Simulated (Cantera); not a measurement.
A closed system holds: 1 mol n-butane, 0.49 mol O2, held at 4.70 bar.

These are equilibrium values from Cantera (NASA tables, ideal gas, pure condensed phases), not measurements of a reactor. Candidate condensed phases: C, C6H6, C7H8, C8H18, H2O; 110 gas species. The numbers say what is thermodynamically allowed, not how fast it happens.

**Question.** At 1777 °C, list the 6 most abundant gas species with their mole fractions, and the condensed phases.

**Answer.** H2 0.833, CO 0.164, CH4 0.00122, H 0.000955, C2H2 (acetylene) 0.000884, H2O 6.20e-5. Condensed: C(graphite).
